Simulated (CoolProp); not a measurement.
Model: reference Helmholtz-energy equation of state, Schroeder 2014, in CoolProp.

Q: Give the vapour pressure (MPa), liquid density (kg/m³), vapour Z, liquid viscosity (µPa s) of saturated ethanol at 38.45, 67.95 °C.

A: 
```json
[
 {"T (°C)": "38.45", "p (MPa)": "0.0165", "liquid density (kg/m³)": "773", "vapour Z": "0.991", "liquid viscosity (µPa s)": "842"},
 {"T (°C)": "67.95", "p (MPa)": "0.0660", "liquid density (kg/m³)": "747", "vapour Z": "0.976", "liquid viscosity (µPa s)": "515"}
]
```

Viscosity comes from a separate model (Kiselev 2005).
